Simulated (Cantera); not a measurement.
Cantera run:

```python
import numpy as np
import cantera as ct

gas_names = """
    Fe FeO Fe(OH)2 H HO2 H2 H2O H2O2 O OH O2 O3
""".split()
cond_names = """
    Fe(a) Fe(c) Fe(d) Fe(L) FeO(s) FeO(L) Fe(OH)2(s) Fe(OH)3(s) Fe2O3(s) Fe3O4(s) H2O(s) H2O(L)
""".split()


def load(file, names, dense=False):
    # The tables refer to 1 bar. Condensed volumes are neglected.
    table = {s.name: s for s in ct.Species.list_from_file(file)}
    out = []
    for n in names:
        d = dict(table[n].input_data)
        d["thermo"] = dict(d["thermo"], **{"reference-pressure": 1e5})
        if dense:
            d["equation-of-state"] = {"model": "constant-volume", "density": "1e6 g/cm^3"}
        out.append(ct.Species.from_dict(d))
    return out


gas = ct.Solution(thermo="ideal-gas", species=load("nasa_gas.yaml", gas_names))
cond = {s.name: ct.Solution(thermo="fixed-stoichiometry", species=[s], name=s.name)
        for s in load("nasa_condensed.yaml", cond_names, dense=True)}
atoms = {
    'Fe2O3': {'Fe': 2, 'O': 3},
    'H2': {'H': 2},
    'H2O': {'H': 2, 'O': 1},
}
top_T = {'Fe2O3(s)': 1830, 'Fe3O4(s)': 1870}  # K; cautious upper limits of use, not melting points


def equilibrate(T, P, feed):
    n = {}
    for name, mol in feed.items():
        for a, k in atoms[name].items():
            n[a] = n.get(a, 0.0) + k * mol
    gas.TPX = T, P, n
    mass = sum(n.values()) * gas.mean_molecular_weight
    gas.equilibrate("TP")
    valid = [c for c in cond.values() if c.min_temp <= T <= top_T.get(c.name, c.max_temp)]
    mix = ct.Mixture([(gas, mass / gas.mean_molecular_weight)] + [(c, 0.0) for c in valid])
    mix.T, mix.P = T, P
    mix.equilibrate("TP", solver="vcs", rtol=1e-11, max_steps=5000)
    return mix


results = []
feed = {'Fe2O3': 1, 'H2': 800, 'H2O': 0.74}  # mol
for P in [10, 42, 180, 750, 3200, 13000, 56000, 240000, 1000000]:
    for T in [700, 850, 1000, 1150, 1300, 1450, 1600, 1750, 1900, 2050, 2200]:
        mix = equilibrate(T, P, feed)
        results.append((T, P, feed, dict(zip(mix.species_names, mix.species_moles))))

for T, P, feed, n in results:
    print(f"{T:7g} {P:10.4g}  " + (" + ".join(c for c in cond_names if n.get(c, 0) > 1e-12) or "gas only"))
```

Output:

```
    700         10  Fe(a)
    850         10  Fe(a)
   1000         10  Fe(a)
   1150         10  Fe(a)
   1300         10  Fe(c)
   1450         10  Fe(c)
   1600         10  gas only
   1750         10  gas only
   1900         10  gas only
   2050         10  gas only
   2200         10  gas only
    700         42  Fe(a)
    850         42  Fe(a)
   1000         42  Fe(a)
   1150         42  Fe(a)
   1300         42  Fe(c)
   1450         42  Fe(c)
   1600         42  gas only
   1750         42  gas only
   1900         42  gas only
   2050         42  gas only
   2200         42  gas only
    700        180  Fe(a)
    850        180  Fe(a)
   1000        180  Fe(a)
   1150        180  Fe(a)
   1300        180  Fe(c)
   1450        180  Fe(c)
   1600        180  Fe(c)
   1750        180  gas only
   1900        180  gas only
   2050        180  gas only
   2200        180  gas only
    700        750  Fe(a)
    850        750  Fe(a)
   1000        750  Fe(a)
   1150        750  Fe(a)
   1300        750  Fe(c)
   1450        750  Fe(c)
   1600        750  Fe(c)
   1750        750  Fe(d)
   1900        750  gas only
   2050        750  gas only
   2200        750  gas only
    700       3200  Fe(a)
    850       3200  Fe(a)
   1000       3200  Fe(a)
   1150       3200  Fe(a)
   1300       3200  Fe(c)
   1450       3200  Fe(c)
   1600       3200  Fe(c)
   1750       3200  Fe(d)
   1900       3200  gas only
   2050       3200  gas only
   2200       3200  gas only
    700    1.3e+04  Fe(a)
    850    1.3e+04  Fe(a)
   1000    1.3e+04  Fe(a)
   1150    1.3e+04  Fe(a)
   1300    1.3e+04  Fe(c)
   1450    1.3e+04  Fe(c)
   1600    1.3e+04  Fe(c)
   1750    1.3e+04  Fe(d)
   1900    1.3e+04  Fe(L)
   2050    1.3e+04  gas only
   2200    1.3e+04  gas only
    700    5.6e+04  Fe(a)
    850    5.6e+04  Fe(a)
   1000    5.6e+04  Fe(a)
   1150    5.6e+04  Fe(a)
   1300    5.6e+04  Fe(c)
   1450    5.6e+04  Fe(c)
   1600    5.6e+04  Fe(c)
   1750    5.6e+04  Fe(d)
   1900    5.6e+04  Fe(L)
   2050    5.6e+04  Fe(L)
   2200    5.6e+04  gas only
    700    2.4e+05  Fe(a)
    850    2.4e+05  Fe(a)
   1000    2.4e+05  Fe(a)
   1150    2.4e+05  Fe(a)
   1300    2.4e+05  Fe(c)
   1450    2.4e+05  Fe(c)
   1600    2.4e+05  Fe(c)
   1750    2.4e+05  Fe(d)
   1900    2.4e+05  Fe(L)
   2050    2.4e+05  Fe(L)
   2200    2.4e+05  Fe(L)
    700      1e+06  Fe(a)
    850      1e+06  Fe(a)
   1000      1e+06  Fe(a)
   1150      1e+06  Fe(a)
   1300      1e+06  Fe(c)
   1450      1e+06  Fe(c)
   1600      1e+06  Fe(c)
   1750      1e+06  Fe(d)
   1900      1e+06  Fe(L)
   2050      1e+06  Fe(L)
   2200      1e+06  Fe(L)
```

Equilibrium computed with Cantera from the NASA thermochemical tables; the gas is ideal and each condensed phase is pure.
